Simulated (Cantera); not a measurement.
**FeS + O2 + CO2 (roasting and sulfation)**

Feed: 1 mol FeS, 0.19 mol O2, 1.8 mol CO2, held at 1330 Pa.

Equilibrium computed with Cantera from the NASA thermochemical tables; the gas is ideal and each condensed phase is pure. Candidate condensed phases: C, Fe, Fe(CO)5, FeO, FeS, FeSO4, FeS2, Fe2O3, Fe2(SO4)3, Fe3O4, S; 25 gas species. Metal and sulfide melt together well below either melting point, which pure phases cannot show. Mutual solubility and eutectic melting of coexisting phases are not modelled. The tables' stoichiometric FeO is somewhat more stable than real wüstite, so its field is too wide. FeO, FeS: taken at fixed stoichiometry. Gases not in the tables: S3 to S7. Kinetics and transport are ignored.

From 798 K to 1148 K the condensed part is FeS(s) + Fe3O4(s). From 1198 K to 1248 K the condensed part is FeO(s) + FeS(s).

```json
[
 {"T (K)": "798", "x CO2": "0.940", "x CO": "0.000223", "x SO2": "0.0581", "x S2": "0.00185", "x COS": "7.54e-5", "x SO": "2.39e-7", "x S2O": "4.80e-5", "n FeS(s)": "0.881", "n Fe3O4(s)": "0.0395", "n FeO(s)": "0"},
 {"T (K)": "848", "x CO2": "0.939", "x CO": "0.000602", "x SO2": "0.0576", "x S2": "0.00256", "x COS": "0.000107", "x SO": "7.61e-7", "x S2O": "5.89e-5", "n FeS(s)": "0.879", "n Fe3O4(s)": "0.0402", "n FeO(s)": "0"},
 {"T (K)": "898", "x CO2": "0.938", "x CO": "0.00146", "x SO2": "0.0571", "x S2": "0.00345", "x COS": "0.000146", "x SO": "2.13e-6", "x S2O": "7.09e-5", "n FeS(s)": "0.877", "n Fe3O4(s)": "0.0410", "n FeO(s)": "0"},
 {"T (K)": "948", "x CO2": "0.935", "x CO": "0.00320", "x SO2": "0.0567", "x S2": "0.00451", "x COS": "0.000193", "x SO": "5.37e-6", "x S2O": "8.42e-5", "n FeS(s)": "0.873", "n Fe3O4(s)": "0.0422", "n FeO(s)": "0"},
 {"T (K)": "998", "x CO2": "0.931", "x CO": "0.00649", "x SO2": "0.0566", "x S2": "0.00578", "x COS": "0.000250", "x SO": "1.24e-5", "x S2O": "9.88e-5", "n FeS(s)": "0.868", "n Fe3O4(s)": "0.0439", "n FeO(s)": "0"},
 {"T (K)": "1048", "x CO2": "0.923", "x CO": "0.0122", "x SO2": "0.0569", "x S2": "0.00730", "x COS": "0.000314", "x SO": "2.64e-5", "x S2O": "0.000115", "n FeS(s)": "0.861", "n Fe3O4(s)": "0.0462", "n FeO(s)": "0"},
 {"T (K)": "1098", "x CO2": "0.911", "x CO": "0.0214", "x SO2": "0.0580", "x S2": "0.00912", "x COS": "0.000386", "x SO": "5.33e-5", "x S2O": "0.000135", "n FeS(s)": "0.852", "n Fe3O4(s)": "0.0495", "n FeO(s)": "0"},
 {"T (K)": "1148", "x CO2": "0.893", "x CO": "0.0353", "x SO2": "0.0600", "x S2": "0.0113", "x COS": "0.000463", "x SO": "0.000102", "x S2O": "0.000159", "n FeS(s)": "0.838", "n Fe3O4(s)": "0.0540", "n FeO(s)": "0"},
 {"T (K)": "1198", "x CO2": "0.859", "x CO": "0.0533", "x SO2": "0.0708", "x S2": "0.0162", "x COS": "0.000565", "x SO": "0.000207", "x S2O": "0.000222", "n FeS(s)": "0.794", "n Fe3O4(s)": "0", "n FeO(s)": "0.206"},
 {"T (K)": "1248", "x CO2": "0.818", "x CO": "0.0821", "x SO2": "0.0742", "x S2": "0.0241", "x COS": "0.000741", "x SO": "0.000380", "x S2O": "0.000301", "n FeS(s)": "0.752", "n Fe3O4(s)": "0", "n FeO(s)": "0.248"}
]
```
x: gas mole fraction; n: condensed amount in mol.
